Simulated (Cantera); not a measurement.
A perfectly stirred reactor is fed with H2 : O2 : N2 : H2O = 1 : 0.532 : 2 : 0.36 (molar parts), equivalence ratio 0.94, at 9.87 atm; it is adiabatic with a 800 K inlet, and is followed from long to short residence time, starting on the burning branch (τ in s: 0.064, 0.031, 0.015, 0.0073, 0.0035, 0.0017, 0.00083, 0.0004, 0.00019, 9.4e-05, 4.5e-05).

Detailed kinetics in Cantera: GRI-Mech 3.0 (53 species, 325 reactions). The hydrogen kinetics of GRI-Mech 3.0 are dated; newer H2 mechanisms differ, most at raised pressure.

x: mole fraction; the columns are a selection and need not sum to one.

```json
[
 {"τ (s)": "0.064", "T (K)": "2508", "x H2": "0.00790", "x O2": "0.00935", "x H2O": "0.386", "x NO": "0.00407", "x H": "0.000741", "x N2O": "6.37e-7", "x H2O2": "8.48e-7"},
 {"τ (s)": "0.031", "T (K)": "2508", "x H2": "0.00792", "x O2": "0.00942", "x H2O": "0.386", "x NO": "0.00390", "x H": "0.000745", "x N2O": "6.35e-7", "x H2O2": "8.53e-7"},
 {"τ (s)": "0.015", "T (K)": "2508", "x H2": "0.00794", "x O2": "0.00957", "x H2O": "0.386", "x NO": "0.00360", "x H": "0.000753", "x N2O": "6.32e-7", "x H2O2": "8.63e-7"},
 {"τ (s)": "0.0073", "T (K)": "2509", "x H2": "0.00800", "x O2": "0.00983", "x H2O": "0.386", "x NO": "?", "x H": "0.000768", "x N2O": "6.27e-7", "x H2O2": "8.80e-7"},
 {"τ (s)": "0.0035", "T (K)": "2508", "x H2": "0.00815", "x O2": "0.0102", "x H2O": "0.386", "x NO": "?", "x H": "0.000800", "x N2O": "6.23e-7", "x H2O2": "9.07e-7"},
 {"τ (s)": "0.0017", "T (K)": "2506", "x H2": "0.00850", "x O2": "0.0107", "x H2O": "0.385", "x NO": "?", "x H": "0.000860", "x N2O": "6.21e-7", "x H2O2": "9.47e-7"},
 {"τ (s)": "0.00083", "T (K)": "2501", "x H2": "0.00920", "x O2": "0.0113", "x H2O": "0.384", "x NO": "?", "x H": "0.000976", "x N2O": "6.20e-7", "x H2O2": "1.00e-6"},
 {"τ (s)": "0.00040", "T (K)": "2490", "x H2": "0.0105", "x O2": "0.0121", "x H2O": "0.382", "x NO": "?", "x H": "0.00120", "x N2O": "6.16e-7", "x H2O2": "1.09e-6"},
 {"τ (s)": "0.00019", "T (K)": "2469", "x H2": "0.0128", "x O2": "0.0131", "x H2O": "0.378", "x NO": "?", "x H": "0.00164", "x N2O": "6.01e-7", "x H2O2": "1.23e-6"},
 {"τ (s)": "9.4e-5", "T (K)": "2439", "x H2": "0.0160", "x O2": "0.0145", "x H2O": "0.373", "x NO": "?", "x H": "0.00236", "x N2O": "5.75e-7", "x H2O2": "1.45e-6"},
 {"τ (s)": "4.5e-5", "T (K)": "2395", "x H2": "0.0205", "x O2": "0.0165", "x H2O": "0.366", "x NO": "?", "x H": "0.00363", "x N2O": "5.35e-7", "x H2O2": "1.77e-6"}
]
```

Q: Fill in the missing entries.

A: 
- 0.0073, x NO: 0.00309
- 0.0035, x NO: 0.00235
- 0.0017, x NO: 0.00157
- 0.00083, x NO: 0.000937
- 0.00040, x NO: 0.000531
- 0.00019, x NO: 0.000299
- 9.4e-5, x NO: 0.000179
- 4.5e-5, x NO: 0.000109
